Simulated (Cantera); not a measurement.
# Ignition delay

Mixture: CH₄ : CO : O₂ : N₂ = 1 : 0.5 : 1.02 : 3.85 (molar parts), equivalence ratio 2.2, at 16500 Torr, adiabatic and at constant volume. Ignition delay is the time to a rise of 400 K.

Computed with Cantera and GRI-Mech 3.0 (53 species, 325 reactions). The pressure lies above the range GRI-Mech 3.0 was tuned for (to about 10 atm).

```
T0 (K)  delay (ms)
------  ----------
1150          12.2
1225          4.07
1300          1.52
1375         0.617
1450         0.268
1525         0.123
1600        0.0589
1675        0.0296
1750        0.0156
```

```json
{
 "apparent activation energy between 1600 and 1750 K": "210 kJ/mol"
}
```
